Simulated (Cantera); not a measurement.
A Cantera script and its output.

```python
import numpy as np
import cantera as ct

gas = ct.Solution("gri30.yaml")
gas.TPX = 475, 2000000, {'CH4': 1, 'H2': 0.18, 'O2': 3.87, 'N2': 14.6}
inlet = ct.Reservoir(gas, clone=True)
gas.equilibrate("HP")  # start burning
reactor = ct.IdealGasConstPressureReactor(gas, energy="on", clone=False)
exhaust = ct.Reservoir(gas, clone=True)
tau = [0.12, 0.052, 0.023, 0.01, 0.0046, 0.002, 0.0009, 0.0004, 0.00018, 7.8e-05, 3.5e-05, 1.5e-05, 6.8e-06][0]
for a, b in ((inlet, reactor), (reactor, exhaust)):
    ct.MassFlowController(a, b, mdot=lambda t: reactor.mass / tau)
net = ct.ReactorNet([reactor])
show = ['CH4', 'H2', 'O2', 'CH2O', 'CH2', 'C2H2']

rows = []
print(f"{'tau/s':>10s}{'T/K':>9s}" + "".join(f"{s:>11s}" for s in show))
for tau in [0.12, 0.052, 0.023, 0.01, 0.0046, 0.002, 0.0009, 0.0004, 0.00018, 7.8e-05, 3.5e-05, 1.5e-05, 6.8e-06]:
    net.initial_time = 0.0
    net.advance(30 * tau)
    before = gas.X
    net.advance(40 * tau)
    drift = np.max(np.abs(gas.X - before) / (gas.X + 1e-9))
    rows.append([gas.T, *gas[show].X, drift])
    print(f"{tau:10.3e}{gas.T:9.1f}" + "".join(f"{x:11.3e}" for x in gas[show].X))
```

Output:

```
     tau/s      T/K        CH4         H2         O2       CH2O        CH2       C2H2
 1.200e-01   1701.6  4.064e-06  4.097e-06  9.098e-02  4.051e-07  1.290e-09  1.228e-09
 5.200e-02   1701.1  8.588e-06  6.834e-06  9.101e-02  8.650e-07  2.977e-09  5.006e-09
 2.300e-02   1700.0  1.728e-05  1.221e-05  9.107e-02  1.766e-06  6.694e-09  1.752e-08
 1.000e-02   1698.0  3.479e-05  2.325e-05  9.120e-02  3.627e-06  1.511e-08  5.701e-08
 4.600e-03   1694.2  6.766e-05  4.427e-05  9.144e-02  7.215e-06  3.150e-08  1.614e-07
 2.000e-03   1685.5  1.460e-04  9.465e-05  9.203e-02  1.606e-05  6.577e-08  4.777e-07
 9.000e-04   1663.3  3.556e-04  2.272e-04  9.357e-02  4.087e-05  1.165e-07  1.363e-06
 4.000e-04    475.0  5.089e-02  9.160e-03  1.969e-01 -5.425e-18 -4.689e-36 -2.796e-20
 1.800e-04    475.0  5.089e-02  9.160e-03  1.969e-01 -8.512e-21 -1.034e-37 -4.387e-23
 7.800e-05    475.0  5.089e-02  9.160e-03  1.969e-01 -5.377e-22 -3.857e-38 -2.771e-24
 3.500e-05    475.0  5.089e-02  9.160e-03  1.969e-01 -3.396e-23  1.756e-39 -1.750e-25
 1.500e-05    475.0  5.089e-02  9.160e-03  1.969e-01 -2.145e-24 -2.544e-40 -1.106e-26
 6.800e-06    475.0  5.089e-02  9.160e-03  1.969e-01 -1.355e-25  2.005e-41 -6.984e-28
```

Detailed kinetics in Cantera: GRI-Mech 3.0 (53 species, 325 reactions). The pressure lies above the range GRI-Mech 3.0 was tuned for (to about 10 atm).
